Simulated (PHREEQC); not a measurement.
Hard or scaling water

Make-up at 25 °C: 0.0028 mol CaSO4, 1e-05 mol CO2 and 0.057 mol KCl per kg of water. Closed to the air; pH follows from the charge balance.

Model: Pitzer model, pitzer.dat, run in PHREEQC.

No solid was allowed to form.

Q: What pH, specific conductance does the model give?

A: pH 5.75; specific conductance 7870 µS/cm.

Q: In which forms is C present?

A: CO2 76 %, HCO3- 24 % of the C.
